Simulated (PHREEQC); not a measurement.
A PHREEQC speciation (ion-association model, phreeqc.dat) at 50 °C gives pH 5.27 and these molalities:

```json
[
 {"species": "Cl-", "mol/kgw": "0.0962"},
 {"species": "CdCl+", "mol/kgw": "0.0606"},
 {"species": "Cd+2", "mol/kgw": "0.0184"},
 {"species": "CdCl2", "mol/kgw": "0.0147"},
 {"species": "CdCl3-", "mol/kgw": "0.00127"}
]
```

**Question.** What are the element totals, and what could have been dissolved in 1 kg of water to give them?

**Answer.** One answer among several that fit: totals Cd 0.0950, Cl 0.190 mol/kgw, from 0.095 mol CdCl2 per kg of water.

No solid was allowed to form. At this temperature some constants are extrapolated from 25 °C, and those without enthalpy data are left unchanged.
